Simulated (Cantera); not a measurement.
An isothermal, constant-pressure homogeneous reactor starts with NO : N₂ = 1 : 0.17 (molar parts), at 2200 K and 0.780 bar. Integrator tolerance rtol = 1e-08.

Model: GRI-Mech 3.0 (53 species, 325 reactions), integrated in Cantera.

Task: What does this change do: temperature 2200 to 1648 K?

Result: 
| quantity | before | after |
|---|---|---|
| x(NO) at 100 s | 0.0151 (gas-phase equilibrium 0.0151) | 0.0859 (gas-phase equilibrium 0.00288) |
| x(N₂) at 100 s | 0.565 (gas-phase equilibrium 0.565) | 0.530 (gas-phase equilibrium 0.571) |
| x(O) at 100 s | 0.00199 (gas-phase equilibrium 0.00199) | 1.79e-5 (gas-phase equilibrium 1.88e-5) |
| x(NO₂) at 100 s | 2.40e-5 (gas-phase equilibrium 2.40e-5) | 0.000364 (gas-phase equilibrium 1.28e-5) |
| x(O₂) at 100 s | 0.418 (gas-phase equilibrium 0.418) | 0.384 (gas-phase equilibrium 0.426) |
